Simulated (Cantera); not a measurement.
Input (Python, Cantera) and output of one run.

```python
import numpy as np
import cantera as ct

gas_names = """
    CL CLO CL2 Mg MgCL MgCL2 MgO Mg2 O O2 O3 Ti TiCL TiCL2 TiCL3 TiCL4 TiO TiOCL TiOCL2 TiO2
""".split()
cond_names = """
    Mg(cr) Mg(L) MgCL2(s) MgCL2(L) MgO(s) MgO(L) MgTiO3(s) MgTiO3(L) MgTi2O5(s) MgTi2O5(L) Mg2TiO4(s)
    Mg2TiO4(L) Ti(a) Ti(b) Ti(L) TiCL2(s) TiCL3(s) TiCL4(L) TiO(a) TiO(b) TiO(L) TiO2(ru) TiO2(L)
    Ti2O3(a) Ti2O3(b) Ti2O3(L) Ti3O5(a) Ti3O5(b) Ti3O5(L) Ti4O7(s) Ti4O7(L)
""".split()


def load(file, names, dense=False):
    # The tables refer to 1 bar. Condensed volumes are neglected.
    table = {s.name: s for s in ct.Species.list_from_file(file)}
    out = []
    for n in names:
        d = dict(table[n].input_data)
        d["thermo"] = dict(d["thermo"], **{"reference-pressure": 1e5})
        if dense:
            d["equation-of-state"] = {"model": "constant-volume", "density": "1e6 g/cm^3"}
        out.append(ct.Species.from_dict(d))
    return out


gas = ct.Solution(thermo="ideal-gas", species=load("nasa_gas.yaml", gas_names))
cond = {s.name: ct.Solution(thermo="fixed-stoichiometry", species=[s], name=s.name)
        for s in load("nasa_condensed.yaml", cond_names, dense=True)}
atoms = {
    'TiO2': {'Ti': 1, 'O': 2},
    'MgCl2': {'Mg': 1, 'CL': 2},
    'O2': {'O': 2},
}
top_T = {'TiCL2(s)': 1300, 'TiCL3(s)': 1000}  # K; cautious upper limits of use, not melting points


def equilibrate(T, P, feed):
    n = {}
    for name, mol in feed.items():
        for a, k in atoms[name].items():
            n[a] = n.get(a, 0.0) + k * mol
    gas.TPX = T, P, n
    mass = sum(n.values()) * gas.mean_molecular_weight
    gas.equilibrate("TP")
    valid = [c for c in cond.values() if c.min_temp <= T <= top_T.get(c.name, c.max_temp)]
    mix = ct.Mixture([(gas, mass / gas.mean_molecular_weight)] + [(c, 0.0) for c in valid])
    mix.T, mix.P = T, P
    mix.equilibrate("TP", solver="vcs", rtol=1e-11, max_steps=5000)
    return mix


results = []
feed = {'TiO2': 1, 'MgCl2': 0.76, 'O2': 0.72}  # mol
T = 1998.15  # K
P = 101325  # Pa
mix = equilibrate(T, P, feed)
results.append((T, P, feed, dict(zip(mix.species_names, mix.species_moles))))
print(gas.report(threshold=1e-06))
for i in range(1, mix.n_phases):
    print(f"{mix.phase(i).name:16s} {mix.phase_moles(i):12.5e} mol")
```

It prints:

```
       temperature   1998.2 K
          pressure   1.0133e+05 Pa
           density   0.32296 kg/m^3
  mean mol. weight   52.953 kg/kmol
   phase of matter   gas

                          1 kg             1 kmol
                     ---------------   ---------------
          enthalpy         2.288e+05        1.2116e+07  J
   internal energy            -84939       -4.4978e+06  J
           entropy            5545.8        2.9367e+05  J/K
    Gibbs function       -1.0853e+07       -5.7468e+08  J
 heat capacity c_p            729.65             38637  J/K
 heat capacity c_v            572.64             30323  J/K

                      mass frac. Y      mole frac. X     chem. pot. / RT
                     ---------------   ---------------   ---------------
                CL           0.19077           0.28496            -16.64
               CLO          0.002456         0.0025278           -31.553
               CL2           0.20526            0.1533           -33.279
             MgCL2           0.39064           0.21728           -66.082
                 O        0.00011545        0.00038212           -14.913
                O2           0.20546           0.34001           -29.826
             TiCL3        6.1421e-05         2.109e-05           -91.662
             TiCL4         0.0047563         0.0013279            -108.3
            TiOCL2        0.00047947         0.0001884           -89.935
     [  +11 minor]        1.1667e-06        9.6268e-07

Mg(L)             0.00000e+00 mol
MgCL2(L)          0.00000e+00 mol
MgO(s)            0.00000e+00 mol
MgTiO3(L)         0.00000e+00 mol
MgTi2O5(L)        4.40722e-01 mol
Mg2TiO4(s)        0.00000e+00 mol
Ti(L)             0.00000e+00 mol
TiCL4(L)          0.00000e+00 mol
TiO(b)            0.00000e+00 mol
TiO2(ru)          1.16297e-01 mol
Ti2O3(b)          0.00000e+00 mol
Ti3O5(b)          0.00000e+00 mol
Ti4O7(L)          0.00000e+00 mol
```

These are equilibrium values from Cantera (NASA tables, ideal gas, pure condensed phases), not measurements of a reactor. Mutual solubility and eutectic melting of coexisting phases are not modelled. Condensed phases not in the tables: alloys, solid solutions and most ternary compounds.
